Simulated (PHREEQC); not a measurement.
A column of 0.1 m (40 cells, dispersivity 0.005 m, 300 s a shift, diffusion coefficient 3e-10 m²/s) holds 0.0066 eq of the database's cation exchanger X per kg of pore water, first in equilibrium with 0.023 mol MgSO4, 0.021 mol NaCl and 1e-05 mol HCl per kg of water. It is flushed with 5.5 mmol/kgw KBr, 2.9 mmol/kgw (NH4)2SO4 and 0.01 mmol/kgw HCl, at 15 °C. Values are for the last cell. The system is closed to CO2. Precipitation was switched off in this run.

Equilibrium calculation in PHREEQC: ion-association model, phreeqc.dat.

| pore volumes | NH4 in solution (mol/kgw) | Br in solution (mol/kgw) | K in solution (mol/kgw) | Na in solution (mol/kgw) | Cl in solution (mol/kgw) | KX on the exchanger (mol/kgw) | MgX2 on the exchanger (mol/kgw) |
|---|---|---|---|---|---|---|---|
| 0 | 0 | 0 | 0 | 0.0210 | 0.0210 | 0 | 0.00303 |
| 0.1375 | 0 | 0 | 0 | 0.0210 | 0.0210 | 0 | 0.00303 |
| 0.3875 | 2.23e-6 | 6.83e-6 | 1.42e-6 | 0.0210 | 0.0210 | 1.95e-7 | 0.00303 |
| 0.5125 | 5.00e-5 | 0.000115 | 3.52e-5 | 0.0206 | 0.0206 | 4.86e-6 | 0.00303 |
| 0.6375 | 0.000272 | 0.000529 | (withheld) | 0.0192 | 0.0190 | 2.90e-5 | 0.00301 |
| 0.8875 | 0.00138 | 0.00225 | 0.00109 | 0.0129 | 0.0124 | 0.000183 | 0.00292 |
| 1.012 | (withheld) | 0.00318 | 0.00165 | 0.00945 | 0.00889 | 0.000310 | 0.00283 |
| 1.137 | 0.00263 | 0.00393 | 0.00216 | 0.00655 | 0.00599 | 0.000460 | 0.00273 |
| 1.387 | 0.00351 | 0.00488 | 0.00294 | 0.00281 | 0.00239 | 0.000804 | 0.00246 |
| 1.512 | 0.00383 | 0.00513 | 0.00324 | 0.00177 | (withheld) | 0.000985 | 0.00231 |
| 1.637 | 0.00410 | 0.00528 | 0.00350 | 0.00110 | 0.000850 | 0.00116 | 0.00216 |
| 1.887 | 0.00453 | 0.00543 | 0.00395 | 0.000406 | 0.000285 | 0.00150 | 0.00187 |
| 2.013 | 0.00470 | 0.00546 | 0.00413 | 0.000244 | 0.000165 | 0.00166 | 0.00174 |
| 2.138 | (withheld) | (withheld) | 0.00430 | 0.000145 | 9.61e-5 | 0.00180 | 0.00162 |
| 2.388 | 0.00508 | 0.00549 | 0.00456 | 5.08e-5 | 3.61e-5 | 0.00206 | 0.00140 |
| 2.513 | 0.00517 | 0.00550 | 0.00467 | 2.99e-5 | 2.42e-5 | 0.00217 | 0.00130 |
| 2.638 | 0.00524 | 0.00550 | 0.00477 | 1.75e-5 | 1.77e-5 | 0.00227 | 0.00121 |
| 2.888 | 0.00536 | 0.00550 | 0.00492 | 5.96e-6 | 1.22e-5 | 0.00245 | 0.00105 |
| 3.013 | 0.00541 | 0.00550 | 0.00498 | 3.47e-6 | 1.12e-5 | 0.00254 | (withheld) |
| 3.138 | 0.00545 | 0.00550 | 0.00503 | 2.02e-6 | (withheld) | 0.00261 | 0.000912 |
| 3.388 | 0.00551 | 0.00550 | 0.00512 | 6.78e-7 | 1.02e-5 | 0.00275 | 0.000794 |
| 3.513 | 0.00554 | 0.00550 | 0.00515 | 3.93e-7 | 1.01e-5 | 0.00281 | 0.000741 |
| 3.638 | 0.00556 | 0.00550 | 0.00518 | 2.27e-7 | 1.01e-5 | 0.00287 | 0.000691 |
| 3.888 | 0.00560 | 0.00550 | 0.00524 | 7.60e-8 | 1.00e-5 | 0.00297 | 0.000601 |
| 4.013 | 0.00562 | 0.00550 | 0.00526 | 4.39e-8 | 1.00e-5 | 0.00302 | 0.000560 |

Task: Some entries are withheld; supply them.

Result: 
- 0.6375, K in solution (mol/kgw): 0.000203
- 1.012, NH4 in solution (mol/kgw): 0.00204
- 1.512, Cl in solution (mol/kgw): 0.00144
- 2.138, NH4 in solution (mol/kgw): 0.00485
- 2.138, Br in solution (mol/kgw): 0.00548
- 3.013, MgX2 on the exchanger (mol/kgw): 0.000978
- 3.138, Cl in solution (mol/kgw): 1.06e-5

Species that the database lacks are ignored.
